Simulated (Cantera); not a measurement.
Feed: 1 mol CF4, 6.4 mol H2, at 3.80 Pa.

Cantera equilibrium calculation (NASA polynomials, part measured and part estimated; ideal gas, pure solids and liquids). Candidate condensed phases: C, C6H6, C7H8, C8H18; 95 gas species. Rates play no part.

**Question.** Which condensed phases are stable at each of these points (T (°C)): 1327, 1527, 1727, 1927, 2127, 2327, 2527?

**Answer.** 
| T (°C) | condensed phases | C condensed (%) |
|---|---|---|
| 1327 | C(graphite) | 100.0 |
| 1527 | C(graphite) | 99.9 |
| 1727 | C(graphite) | 99.4 |
| 1927 | C(graphite) | 98.5 |
| 2127 | C(graphite) | 86.9 |
| 2327 | gas only | 0.0 |
| 2527 | gas only | 0.0 |

From 1327 °C to 2127 °C the condensed part is C(graphite). From 2327 °C to 2527 °C nothing is condensed.
